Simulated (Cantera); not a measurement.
Charge: 1 mol Cr, 0.64 mol O2, 0.69 mol N2, at 0.210 Pa.

Cantera equilibrium calculation (NASA polynomials, part measured and part estimated; ideal gas, pure solids and liquids). Candidate condensed phases: Cr, CrN, Cr2N, Cr2O3; 14 gas species. Mutual solubility and eutectic melting of coexisting phases are not modelled. The numbers say what is thermodynamically allowed, not how fast it happens.

x: gas mole fraction; n: condensed amount in mol.

```json
[
 {"T (K)": "948", "x N2": "1.00", "x Cr": "2.65e-9", "x CrO": "<1e-12", "x CrO2": "<1e-12", "x O": "<1e-12", "x NO": "<1e-12", "x O2": "<1e-12", "n Cr2N(s)": "0.0733", "n Cr2O3(s)": "0.427", "n Cr(s)": "0"},
 {"T (K)": "1048", "x N2": "1.00", "x Cr": "[?]", "x CrO": "<1e-12", "x CrO2": "<1e-12", "x O": "<1e-12", "x NO": "<1e-12", "x O2": "<1e-12", "n Cr2N(s)": "0", "n Cr2O3(s)": "0.427", "n Cr(s)": "0.147"},
 {"T (K)": "1148", "x N2": "1.000", "x Cr": "1.92e-5", "x CrO": "1.36e-10", "x CrO2": "<1e-12", "x O": "<1e-12", "x NO": "<1e-12", "x O2": "<1e-12", "n Cr2N(s)": "0", "n Cr2O3(s)": "0.427", "n Cr(s)": "0.147"},
 {"T (K)": "1248", "x N2": "0.999", "x Cr": "0.000506", "x CrO": "1.42e-8", "x CrO2": "1.33e-12", "x O": "<1e-12", "x NO": "2.60e-12", "x O2": "<1e-12", "n Cr2N(s)": "0", "n Cr2O3(s)": "0.427", "n Cr(s)": "0.146"},
 {"T (K)": "1348", "x N2": "0.992", "x Cr": "[?]", "x CrO": "[?]", "x CrO2": "[?]", "x O": "[?]", "x NO": "[?]", "x O2": "<1e-12", "n Cr2N(s)": "0", "n Cr2O3(s)": "0.427", "n Cr(s)": "0.141"},
 {"T (K)": "1448", "x N2": "0.912", "x Cr": "0.0883", "x CrO": "2.15e-5", "x CrO2": "8.81e-9", "x O": "7.43e-10", "x NO": "1.22e-9", "x O2": "<1e-12", "n Cr2N(s)": "0", "n Cr2O3(s)": "0.427", "n Cr(s)": "0.0799"},
 {"T (K)": "1548", "x N2": "0.825", "x Cr": "0.175", "x CrO": "0.000256", "x CrO2": "4.78e-7", "x O": "5.42e-8", "x NO": "3.53e-8", "x O2": "1.06e-10", "n Cr2N(s)": "0", "n Cr2O3(s)": "0.427", "n Cr(s)": "0"},
 {"T (K)": "1648", "x N2": "0.824", "x Cr": "0.174", "x CrO": "0.00183", "x CrO2": "1.93e-5", "x O": "3.51e-6", "x NO": "1.06e-6", "x O2": "4.03e-8", "n Cr2N(s)": "0", "n Cr2O3(s)": "0.426", "n Cr(s)": "0"}
]
```

**Question.** Fill in the missing entries.

**Answer.** 
- 1348, x Cr: 0.00814
- 1348, x CrO: 7.29e-7
- 1348, x CrO2: 1.51e-10
- 1348, x O: 1.55e-11
- 1348, x NO: 7.22e-11
- 1048, x Cr: 3.83e-7
